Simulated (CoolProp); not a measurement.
Aqueous lithium chloride as a coolant, 14 % by mass, freezing at -21.0 °C, 1 atm.

Values from CoolProp's Melinder's fits for secondary coolants.

| T (°C) | viscosity (mPa s) | conductivity (W/(m K)) | cp (kJ/(kg K)) | density (kg/m³) |
|---|---|---|---|---|
| -15.1 | 4.88 | 0.513 | 3.364 | 1085 |
| -8.2 | 3.70 | 0.523 | 3.389 | 1085 |
| -1.2 | 2.91 | 0.534 | 3.414 | 1084 |
| 5.7 | 2.36 | 0.544 | 3.439 | 1082 |
| 12.6 | 1.96 | 0.554 | 3.464 | 1081 |
| 19.5 | 1.66 | 0.564 | 3.489 | 1079 |
| 26.4 | 1.43 | 0.574 | 3.513 | 1077 |
| 33.3 | 1.24 | 0.584 | 3.538 | 1075 |
